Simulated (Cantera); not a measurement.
Input: 1 mol CaCl2, 2.8 mol H2, 0.15 mol N2, 0.066 mol HCl, at 0.260 bar.

Method: chemical equilibrium by Gibbs-energy minimisation in Cantera with the NASA 1993 tables (ideal gas, pure condensed phases). Candidate condensed phases: Ca, CaCl2, NH4Cl; 16 gas species. The numbers say what is thermodynamically allowed, not how fast it happens.

Task: Which condensed phases are stable at each of these points (T (K)): 650, 800, 950, 1100, 1250, 1400, 1550, 1700, 1850?

Result: 
```csv
T (K),condensed phases,Ca condensed (%)
650,CaCl2(s),100.0
800,CaCl2(s),100.0
950,CaCl2(s),100.0
1100,CaCl2(l),100.0
1250,CaCl2(l),100.0
1400,CaCl2(l),99.6
1550,CaCl2(l),96.3
1700,CaCl2(l),77.1
1850,gas only,0.0
```

From 650 K to 950 K the condensed part is CaCl2(s). From 1100 K to 1700 K the condensed part is CaCl2(l). At 1850 K nothing is condensed.
